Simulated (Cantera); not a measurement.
Standard-state values (1 bar) from the NASA 1993 polynomials, evaluated with Cantera. Values are per mole of reaction as written; species without (g) are pure solids or liquids, kept so even where they would boil at 1 bar. TaC: taken at fixed stoichiometry.

2 Ta₂O₅ + TaC → C + 5 TaO₂(g)

```
T (K)  ΔH° (kJ)  ΔS° (J/K)  ΔG° (kJ)  log10 K               condensed phases
-----  --------  ---------  --------  -------  -----------------------------
548      3210.2     1025.8    2648.0  -252.40  Ta₂O₅(s), TaC(s), C(graphite)
748         [?]        [?]       [?]      [?]  Ta₂O₅(s), TaC(s), C(graphite)
948      3168.4      969.1    2249.7  -123.96  Ta₂O₅(s), TaC(s), C(graphite)
1148     3144.9      946.6    2058.2   -93.65  Ta₂O₅(s), TaC(s), C(graphite)
1348     3120.1      926.7    1870.9   -72.49  Ta₂O₅(s), TaC(s), C(graphite)
1548        [?]        [?]       [?]      [?]  Ta₂O₅(s), TaC(s), C(graphite)
1748     3067.3      892.5    1507.2   -45.04  Ta₂O₅(s), TaC(s), C(graphite)
1948     3039.6      877.5    1330.3   -35.67  Ta₂O₅(s), TaC(s), C(graphite)
2148     2763.1      743.1    1166.8   -28.37  Ta₂O₅(l), TaC(s), C(graphite)
```

**Question.** Fill in the missing entries.

**Answer.** 
- 748, ΔH° (kJ): 3190.2
- 748, ΔS° (J/K): 994.9
- 748, ΔG° (kJ): 2446.0
- 748, log10 K: -170.81
- 1548, ΔH° (kJ): 3094.2
- 1548, ΔS° (J/K): 908.8
- 1548, ΔG° (kJ): 1687.3
- 1548, log10 K: -56.94
